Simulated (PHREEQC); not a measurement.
Dissolve 0.011 mol CaCl2 and 6.5e-06 mol CO2 per kg of water at 25 °C. Closed to the air; pH follows from the charge balance.

The numbers come from PHREEQC with the ion-association model, phreeqc.dat.

Each row changes one thing in this solution. Precipitation was switched off in this run.

| case | pH | ionic strength (mol/kgw) | CO2 (mol/kgw) | HCO3- (mol/kgw) | CO3-2 (mol/kgw) |
|---|---|---|---|---|---|
| as made | 5.82 | 0.0330 | 4.75e-6 | 1.63e-6 | 8.10e-11 |
| CaCl2 replaced by NH4Cl at the same molality | 5.56 | 0.0110 | 5.51e-6 | 9.90e-7 | 2.31e-11 |
| CaCl2 left out | 5.83 | 1.50e-6 | 5.01e-6 | 1.49e-6 | 4.69e-11 |
| temperature from 25 to 10 °C | 5.87 | 0.0330 | 4.95e-6 | 1.48e-6 | 5.66e-11 |
| temperature from 25 to 55 °C | 5.78 | 0.0330 | 4.63e-6 | 1.72e-6 | 1.19e-10 |
| diluted 10-fold with water | 6.43 | 0.00330 | 2.85e-7 | 3.61e-7 | 5.46e-11 |

At this temperature some constants are extrapolated from 25 °C, and those without enthalpy data are left unchanged.
